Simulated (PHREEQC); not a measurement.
A solution holds 0.14 mol/kgw HF, 0.0097 mol/kgw NaF, 8.3e-05 mol/kgw H4SiO4 and 6.9e-05 mol/kgw H2SO4, at 25 °C. Closed to the air; pH follows from the charge balance.

Computed with PHREEQC (ion-association model, wateq4f.dat).

Each row changes one thing in this solution. Precipitation was switched off in this run.

```
case                                       pH  ionic strength (mol/kgw)  HF (mol/kgw)  H2F2 (mol/kgw)  F- (mol/kgw)  HF2- (mol/kgw)  SI of Quartz (SiO2)
---------------------------------------  ----  ------------------------  ------------  --------------  ------------  --------------  -------------------
as made                                  2.24                    0.0162        0.0885          0.0205        0.0118         0.00400                -9.61
H2SO4 left out                           2.24                    0.0161        0.0884          0.0204        0.0118         0.00402                -9.62
temperature from 25 to 20 °C             2.23                    0.0163        0.0847          0.0224        0.0121         0.00378                -9.84
temperature from 25 to 70 °C             2.39                    0.0143         0.118         0.00630       0.00920         0.00476                -7.39
H4SiO4 from 8.3e-05 to 7.47e-05 mol/kgw  2.24                    0.0162        0.0885          0.0205        0.0118         0.00401                -9.66
0.036 mol/kgw AgF added                  2.68                    0.0463        0.0865          0.0197        0.0344          0.0115               -10.57
temperature from 25 to 60 °C             2.34                    0.0149         0.113         0.00866       0.00967         0.00480                -7.91
diluted 10-fold with water               2.63                   0.00346        0.0108        0.000302       0.00328        0.000136                -5.79
HF left out                              5.03                   0.00973      0.000121         3.81e-8       0.00952         4.42e-6                -0.10
```

wateq4f.dat counts part of the HF as a dimer, H2F2, which phreeqc.dat doesn't know; its constant is uncertain. Constants without temperature data keep their 25 °C values here. SiF6-2 is the database's only silicon fluoride.
